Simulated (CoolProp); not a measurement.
The numbers come from the reference Helmholtz-energy equation of state, Thol 2019 in CoolProp.

Task: Give the vapour pressure (bar), liquid density (kg/m³), liquid cp (kJ/(kg K)), surface tension (mN/m) of saturated tetradecamethylhexasiloxane (MD4M) at 175.25, 192.75 °C.

Result: 
| T (°C) | p (bar) | liquid density (kg/m³) | liquid cp (kJ/(kg K)) | surface tension (mN/m) |
|---|---|---|---|---|
| 175.25 | 0.0970 | 737 | 2.03 | 8.70 |
| 192.75 | 0.174 | 718 | 2.07 | 7.72 |

Surface tension comes from a separate correlation (Mulero 2014), older than this fluid's equation and unchecked against measurements.
